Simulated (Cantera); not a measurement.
A perfectly stirred reactor is fed with CH4 : O2 : N2 : H2O = 1 : 2.82 : 10.6 : 0.51 (molar parts), equivalence ratio 0.71, at 0.642 atm; it is adiabatic with a 775 K inlet, and is followed from long to short residence time, starting on the burning branch (τ in s: 0.14, 0.049, 0.017, 0.006, 0.0021, 0.00074, 0.00026, 9.1e-05, 3.2e-05, 1.1e-05).

Computed with Cantera and GRI-Mech 3.0 (53 species, 325 reactions).

Predict: blow-out, bracketed by the residence times tried; x(CH4) at τ = 0.140 s; x(O2) at τ = 0.140 s; x(H2O) at τ = 0.140 s; x(CO2) at τ = 0.140 s; x(CH4) at τ = 0.740 ms; x(O2) at τ = 0.740 ms; x(H2O) at τ = 0.740 ms; x(CO2) at τ = 0.740 ms; x(C2H6) at τ = 0.740 ms.

blow-out, bracketed by the residence times tried: burning at 91.0 µs, out at 32.0 µs
x(CH4) at τ = 0.140 s: 2.60e-6
x(O2) at τ = 0.140 s: 0.0542
x(H2O) at τ = 0.140 s: 0.165
x(CO2) at τ = 0.140 s: 0.0651
x(CH4) at τ = 0.740 ms: 0.000144
x(O2) at τ = 0.740 ms: 0.0598
x(H2O) at τ = 0.740 ms: 0.152
x(CO2) at τ = 0.740 ms: 0.0531
x(C2H6) at τ = 0.740 ms: 1.22e-9
